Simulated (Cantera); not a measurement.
# Low-pressure radical oxidation in H2/O2

An isothermal, constant-pressure homogeneous reactor starts with H2 : O2 = 0.094 : 1 (molar parts), equivalence ratio 0.047, at 925 K and 26.3 Torr.

Computed with Cantera and GRI-Mech 3.0 (53 species, 325 reactions). Radical loss at walls, strong at low pressure, is not modelled. Below about 950 K walls govern HO2 and H2O2 in real vessels. The temperature is held fixed by assumption; the heat of reaction is taken as removed at once.

```tsv
t (s)	x H2	x O2	x OH	x H2O2	x H2O	x O
3.00e-5	0.0859	0.914	<1e-12	<1e-12	<1e-12	<1e-12
0.000160	0.0859	0.914	9.67e-12	<1e-12	2.37e-11	2.13e-11
0.000857	0.0859	0.914	1.35e-9	<1e-12	8.07e-9	3.70e-9
0.00458	0.0106	0.898	0.00243	1.29e-6	0.0717	0.00729
0.0245	0.000338	0.910	0.000105	3.79e-7	0.0894	0.000149
0.131	3.11e-5	0.910	2.66e-5	1.19e-7	0.0897	1.08e-5
0.700	1.18e-6	0.910	7.26e-6	2.80e-8	0.0898	6.56e-7
3.74	1.37e-8	0.910	2.13e-6	5.48e-9	0.0898	5.47e-8
20.0	4.47e-10	0.910	7.86e-7	1.14e-9	0.0898	7.52e-9
```
x: mole fraction; the columns are a selection and need not sum to one.

Equilibrium at this temperature and pressure: H2 3.96e-12, O2 0.910, OH 7.48e-8, H2O2 1.60e-11, H2O 0.0898, O 6.88e-11 (gas phase only).
